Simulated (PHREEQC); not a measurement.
Make-up at 25 °C: 130 mmol/kgw CuSO4, 75 mmol/kgw H2SO4 and 1.6 mmol/kgw LiOH. Closed to the air; pH follows from the charge balance.

Equilibrium calculation in PHREEQC: ion-association model, wateq4f.dat.

**Question.** The ionic strength comes out as 0.343 mol/kgw. What activity coefficients do LiSO4-, SO4-2, HSO4-, Cu+2, H+ get?

**Answer.** LiSO4- 0.70, SO4-2 0.24, HSO4- 0.69, Cu+2 0.28, H+ 0.78.

No solid was allowed to form. Complexes and solids missing from the database can't appear.
